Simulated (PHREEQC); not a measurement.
A PHREEQC speciation (ion-association model, wateq4f.dat) at 49 °C gives pH 2.37 and these molalities:

```json
[
 {"species": "H+", "mol/kgw": "0.00456"},
 {"species": "H2PO4-", "mol/kgw": "0.00449"},
 {"species": "H3PO4", "mol/kgw": "0.00341"},
 {"species": "HF", "mol/kgw": "0.000595"},
 {"species": "F-", "mol/kgw": "6.41e-5"},
 {"species": "H2F2", "mol/kgw": "3.74e-7"},
 {"species": "HF2-", "mol/kgw": "1.65e-7"},
 {"species": "HPO4-2", "mol/kgw": "9.29e-8"}
]
```

What are the element totals, and what could have been dissolved in 1 kg of water to give them?

This is not unique; one that fits is totals F 0.000660, P 0.00790 mol/kgw, from 7.9 mmol/kgw H3PO4 and 0.66 mmol/kgw HF.

Precipitation was switched off in this run. Species that the database lacks are ignored. H3PO4, which wateq4f.dat lacks, is added to it with the constant of phreeqc.dat. Away from 25 °C the constants follow the database's enthalpies or fits; those with neither stay at their 25 °C values.
